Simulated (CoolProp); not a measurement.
Dodecamethylpentasiloxane (MD3M) along the isotherm 346.85 °C: fugacity coefficient from the reference equation and from simpler models built on Tc = 354.9 °C, pc = 9.540 bar, ω = 0.730; each cubic takes its own stable root.

Values from CoolProp's reference Helmholtz-energy equation of state, Thol 2019.

```json
[
 {"p (bar)": "0.302", "phase": "gas", "reference": "0.9878"},
 {"p (bar)": "0.536", "phase": "gas", "reference": "0.9784"},
 {"p (bar)": "0.954", "phase": "gas", "reference": "0.9616"},
 {"p (bar)": "1.7", "phase": "gas", "reference": "0.9320"},
 {"p (bar)": "3.02", "phase": "gas", "reference": "0.8802"},
 {"p (bar)": "5.36", "phase": "gas", "reference": "0.7898"},
 {"p (bar)": "9.54", "phase": "liquid", "reference": "0.6025"},
 {"p (bar)": "17", "phase": "liquid", "reference": "0.3813"},
 {"p (bar)": "30.2", "phase": "liquid", "reference": "0.2606"},
 {"p (bar)": "53.6", "phase": "liquid", "reference": "0.2023"},
 {"p (bar)": "95.4", "phase": "liquid", "reference": "0.1942"}
]
```

**Question.** How far does each simpler model (van der Waals, Redlich-Kwong, Soave-Redlich-Kwong, Peng-Robinson) lie from the reference over these 11 states: mean and median of the absolute difference, and the worst?

**Answer.** 
- van der Waals: mean 19.2 %, median 4.9 %, worst +86.5 % at 346.85 °C and 95.4 bar
- Redlich-Kwong: mean 6.7 %, median 2.2 %, worst +22.3 % at 346.85 °C and 95.4 bar
- Soave-Redlich-Kwong: mean 5.1 %, median 1.7 %, worst +18.1 % at 346.85 °C and 95.4 bar
- Peng-Robinson: mean 0.7 %, median 0.3 %, worst +2.3 % at 346.85 °C and 30.2 bar
